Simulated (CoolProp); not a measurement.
Saturation properties of ethylene (Tc = 282.4 K, pc = 50.42 bar, ω = 0.087).

Values from CoolProp's reference Helmholtz-energy equation of state, Smukala 2000.

| T (K) | p (bar) | enthalpy of vaporisation (kJ/kg) | surface tension (mN/m) |
|---|---|---|---|
| 191.2 | 3.120 | 448.1 | 12.7 |
| 195.6 | 3.787 | 440.5 | 12.0 |
| 200 | 4.555 | … | 11.3 |
| 204.4 | 5.433 | 424.1 | 10.6 |
| 208.8 | 6.429 | 415.3 | 9.89 |
| 213.2 | 7.554 | 406.2 | 9.20 |
| 217.6 | 8.816 | 396.5 | 8.52 |
| 222.1 | 10.26 | 386.1 | 7.83 |
| 226.5 | 11.83 | 375.3 | 7.16 |
| 230.9 | 13.57 | 363.9 | 6.51 |
| 235.3 | 15.48 | 351.8 | 5.86 |
| 239.7 | 17.58 | 338.8 | 5.23 |
| 244.1 | 19.88 | 324.8 | 4.60 |
| 248.5 | … | 309.7 | … |
| 252.9 | 25.12 | 293.3 | 3.39 |

Question: What belongs in the gaps?

Answer: 
- 200, enthalpy of vaporisation (kJ/kg): 432.4
- 248.5, p (bar): 22.39
- 248.5, surface tension (mN/m): 3.99

It boils at 169.4 K under 1 atm.

Surface tension comes from a separate correlation (Mulero 2012).
